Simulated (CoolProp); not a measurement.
A single-stage vapour-compression cycle with R245fa: evaporating at 306.15 K (dew point), condensing at 356.15 K (bubble point), superheat 0 K, subcooling 2 K, compressor efficiency 0.6, no pressure losses. Each further row changes one setting.

Model: reference Helmholtz-energy equation of state, Akasaka 2015, in CoolProp.

```
case                              cooling COP  pressure ratio  discharge temperature (K)  refrigerating effect (kJ/kg)  volumetric capacity (kJ/m³)
--------------------------------  -----------  --------------  -------------------------  ----------------------------  ---------------------------
as stated                                2.78            4.30                      362.6                           119                         1330
evaporating temperature 311.15 K         3.24            3.62                      361.6                           123                         1610
condensing temperature 351.15 K          3.22            3.79                      357.6                           126                         1410
subcooling 7 K                           2.95            4.30                      362.6                           126                         1410
superheat 10 K                           2.85            4.30                      372.9                           128                         1380
compressor efficiency 0.5                2.32            4.30                      370.2                           119                         1330
```
